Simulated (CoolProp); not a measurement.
Saturation properties of R1234ze(E).

The numbers come from the reference Helmholtz-energy equation of state, Thol 2016 in CoolProp.

| T (°C) | p (bar) | liquid density (kg/m³) | vapour Z |
|---|---|---|---|
| -41.75 | 0.3344 | 1354 | 0.9814 |
| -29.65 | 0.6214 | 1322 | 0.9707 |
| -17.65 | 1.073 | 1290 | 0.9565 |
| -5.65 | 1.750 | 1256 | 0.9383 |
| 6.35 | 2.719 | 1221 | 0.9158 |
| 18.35 | 4.056 | 1185 | 0.8886 |
| 30.45 | 5.860 | 1145 | 0.8559 |
| 42.45 | 8.188 | 1103 | 0.8179 |
| 54.45 | 11.15 | 1056 | 0.7732 |
| 66.45 | 14.86 | 1003 | 0.7206 |
| 78.55 | 19.46 | 941.0 | 0.6571 |

It boils at -19.0 °C under 1 atm.
